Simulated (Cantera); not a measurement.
Input (Python, Cantera):

```python
import numpy as np
import cantera as ct

gas = ct.Solution("h2o2.yaml")
gas.TPX = 573, 98000, {'H2': 1, 'O2': 0.581, 'N2': 2.19}
flame = ct.FreeFlame(gas, width=0.041)
flame.set_refine_criteria(ratio=3, slope=0.08, curve=0.16)
flame.transport_model = "mixture-averaged"
flame.solve(loglevel=0, auto=True)
z, T = flame.grid, flame.T
thick = (T[-1] - T[0]) / np.gradient(T, z).max()
show = ['H2', 'O2', 'H', 'H2O2', 'H2O', 'HO2']
print(f"laminar burning velocity  {flame.velocity[0] * 100:.3f} cm/s")
print(f"burnt temperature         {T[-1]:.1f} K")
print(f"thermal thickness         {thick * 1e3:.4f} mm")
print(f"grid points               {len(z)}")
z0 = z[flame.heat_release_rate.argmax()]
print(f"{'z/mm':>9s}{'T/K':>9s}{'u/(m/s)':>9s}" + "".join(f"{s:>11s}" for s in show))
rows = []
for k in (-3, -2, -1.5, -1, -0.5, -0.25, 0, 0.25, 0.5, 1, 2, 4, 8):
    zz = z0 + k * thick
    rows.append([k * thick, np.interp(zz, z, T), np.interp(zz, z, flame.velocity),
                 *(np.interp(zz, z, flame.X[gas.species_index(s)]) for s in show)])
    print(f"{rows[-1][0] * 1e3:9.3f}{rows[-1][1]:9.1f}{rows[-1][2]:9.3f}" + "".join(f"{x:11.3e}" for x in rows[-1][3:]))
```

Result:

```
laminar burning velocity  603.811 cm/s
burnt temperature         2411.1 K
thermal thickness         0.4666 mm
grid points               128
     z/mm      T/K  u/(m/s)         H2         O2          H       H2O2        H2O        HO2
   -1.400    573.0    6.038  2.652e-01  1.541e-01  1.977e-16  2.156e-15  1.036e-12  8.232e-13
   -0.933    573.0    6.038  2.652e-01  1.541e-01  2.009e-13  6.431e-13  2.144e-10  2.426e-10
   -0.700    573.0    6.038  2.652e-01  1.541e-01  8.342e-12  8.641e-12  2.401e-09  3.174e-09
   -0.467    573.0    6.038  2.651e-01  1.541e-01  1.051e-08  1.393e-09  2.397e-07  4.111e-07
   -0.233    585.2    6.135  2.607e-01  1.546e-01  7.698e-05  3.526e-06  5.082e-04  1.995e-04
   -0.117    783.0    8.011  2.278e-01  1.505e-01  4.385e-03  1.933e-05  1.781e-02  2.195e-04
    0.000   1219.5   12.054  1.299e-01  1.132e-01  2.972e-02  6.369e-06  1.011e-01  9.544e-05
    0.117   1536.3   14.992  5.179e-02  5.991e-02  4.593e-02  3.406e-06  1.929e-01  4.375e-05
    0.233   1691.2   16.388  3.577e-02  4.490e-02  4.156e-02  1.916e-06  2.184e-01  2.818e-05
    0.467   1852.5   17.774  3.201e-02  3.954e-02  3.068e-02  9.897e-07  2.312e-01  1.966e-05
    0.933   2012.5   19.097  2.806e-02  3.570e-02  2.007e-02  5.553e-07  2.441e-01  1.330e-05
    1.867   2159.1   20.268  2.231e-02  3.216e-02  1.159e-02  3.597e-07  2.581e-01  8.517e-06
    3.733   2280.0   21.205  1.583e-02  2.921e-02  5.853e-03  2.718e-07  2.715e-01  5.576e-06
```

Model: the H2/O2 subset of GRI-Mech 3.0, which has no nitrogen chemistry, integrated in Cantera. Burning velocities carry a grid error of a few per cent, more on coarse grids.
